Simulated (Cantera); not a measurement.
A Cantera script and what it prints.

```python
import numpy as np
import cantera as ct

gas_names = """
    C CH CH2 CH3 CH2OH CH3O CH4 CH3OH CN CO CO2 COOH C2 C2H CHCO,ketyl C2H2,acetylene C2H2,vinylidene
    CH2CO,ketene C2H3,vinyl CH3CN CH3CO,acetyl C2H4 C2H4O,ethylen CH3CHO,ethanal CH3COOH (HCOOH)2 C2H5
    C2H6 CH3OCH3 C2H5OH CCN CNC C2N2 C2O C3 C3H3,propargyl C3H4,allene C3H4,propyne C3H4,cyclo-
    C3H5,allyl C3H6,propylene C3H6,cyclo- C3H6O C3H7,n-propyl C3H7,i-propyl C3H8 C3H8O,1propanol
    C3H8O,2propanol C3O2 C4 C4H2 C4H4,1,3-cyclo- C4H6,butadiene C4H6,2-butyne C4H6,cyclo- C4H8,1-butene
    C4H8,cis2-buten C4H8,tr2-butene C4H8,isobutene C4H8,cyclo- (CH3COOH)2 C4H9,n-butyl C4H9,i-butyl
    C4H9,s-butyl C4H9,t-butyl C4H10,isobutane C4H10,n-butane C4N2 C5 C5H6,1,3cyclo- C5H8,cyclo-
    C5H10,1-pentene C5H10,cyclo- C5H11,pentyl C5H11,t-pentyl C5H12,n-pentane C5H12,i-pentane
    CH3C(CH3)2CH3 C6H2 C6H5,phenyl C6H5O,phenoxy C6H6 C6H5OH,phenol C6H10,cyclo- C6H12,1-hexene
    C6H12,cyclo- C6H13,n-hexyl C7H7,benzyl C7H8 C7H8O,cresol C7H14,1-heptene C7H15,n-heptyl
    C7H16,n-heptane C8H8,styrene C8H10,ethylbenz C8H16,1-octene C8H17,n-octyl C8H18,isooctane
    C8H18,n-octane C9H19,n-nonyl C10H8,naphthale C10H21,n-decyl C12H9,o-bipheny C12H10,bipheny H HCN HCO
    HCCN HNC HNCO HNO HNO2 HNO3 HO2 H2 HCHO,formaldehy HCOOH H2O H2O2 N NCO NH NH2 NH3 NH2OH NO NO2 NO3
    N2 N2H2 N2H4 N2O O OH O2 O3 Pb PbO Pb2
""".split()
cond_names = """
    C(gr) C6H6(L) C7H8(L) C8H18(L),n-octa H2O(s) H2O(L) Pb(cr) Pb(L) PbO(rd) PbO(yw) PbO(L) PbO2(s)
    Pb3O4(s)
""".split()


def load(file, names, dense=False):
    # The tables refer to 1 bar. Condensed volumes are neglected.
    table = {s.name: s for s in ct.Species.list_from_file(file)}
    out = []
    for n in names:
        d = dict(table[n].input_data)
        d["thermo"] = dict(d["thermo"], **{"reference-pressure": 1e5})
        if dense:
            d["equation-of-state"] = {"model": "constant-volume", "density": "1e6 g/cm^3"}
        out.append(ct.Species.from_dict(d))
    return out


gas = ct.Solution(thermo="ideal-gas", species=load("nasa_gas.yaml", gas_names))
cond = {s.name: ct.Solution(thermo="fixed-stoichiometry", species=[s], name=s.name)
        for s in load("nasa_condensed.yaml", cond_names, dense=True)}
atoms = {
    'Pb': {'Pb': 1},
    'CO2': {'C': 1, 'O': 2},
    'N2': {'N': 2},
    'H2O': {'H': 2, 'O': 1},
}
top_T = {'C(gr)': 4500, 'Pb3O4(s)': 820}  # K; cautious upper limits of use, not melting points


def equilibrate(T, P, feed):
    n = {}
    for name, mol in feed.items():
        for a, k in atoms[name].items():
            n[a] = n.get(a, 0.0) + k * mol
    gas.TPX = T, P, n
    mass = sum(n.values()) * gas.mean_molecular_weight
    gas.equilibrate("TP")
    valid = [c for c in cond.values() if c.min_temp <= T <= top_T.get(c.name, c.max_temp)]
    mix = ct.Mixture([(gas, mass / gas.mean_molecular_weight)] + [(c, 0.0) for c in valid])
    mix.T, mix.P = T, P
    mix.equilibrate("TP", solver="vcs", rtol=1e-11, max_steps=5000)
    return mix


results = []
feed = {'Pb': 1, 'CO2': 3.9, 'N2': 92, 'H2O': 5}  # mol
T = 1173  # K
for P in [10, 82, 670, 5500, 45000, 370000, 3000000]:
    mix = equilibrate(T, P, feed)
    results.append((T, P, feed, dict(zip(mix.species_names, mix.species_moles))))

top = {s: max(r[3][s] / sum(r[3][g] for g in gas_names) for r in results) for s in gas_names}
cols = sorted((s for s in top if top[s] > 0.001), key=lambda s: -top[s])[:8]
seen = [c for c in cond_names if any(r[3].get(c, 0) > 1e-12 for r in results)]
print("log10 of partial pressures in bar; condensed amounts in mol")
print(f"{'P/Pa':>10s}" + "".join(f"{s[:9]:>10s}" for s in cols + seen))
for T, P, feed, n in results:
    ng = sum(n[g] for g in gas_names)
    print(f"{P:10.4g}" + "".join(f"{np.log10(max(n[s] / ng * P / 1e5, 1e-99)):10.3f}" for s in cols)
          + "".join(f"{n.get(c, 0):10.4g}" for c in seen))
```

It prints:

```
log10 of partial pressures in bar; condensed amounts in mol
      P/Pa        N2       H2O       CO2        Pb     Pb(L)    PbO(L)
        10    -4.044    -5.310    -5.418    -6.015         0         0
        82    -3.131    -4.396    -4.504    -5.101         0         0
       670    -2.218    -3.484    -3.592    -4.189         0         0
      5500    -1.303    -2.569    -2.677    -3.375    0.2064         0
   4.5e+04    -0.387    -1.652    -1.760    -3.375    0.9005         0
   3.7e+05     0.528    -0.737    -0.845    -3.375    0.9859  0.001591
     3e+06     1.437     0.172     0.064    -3.375    0.9959  0.002514
```

Cantera equilibrium calculation (NASA polynomials, part measured and part estimated; ideal gas, pure solids and liquids). Each liquid is taken as pure. Mutual solubility and eutectic melting of coexisting phases are not modelled.
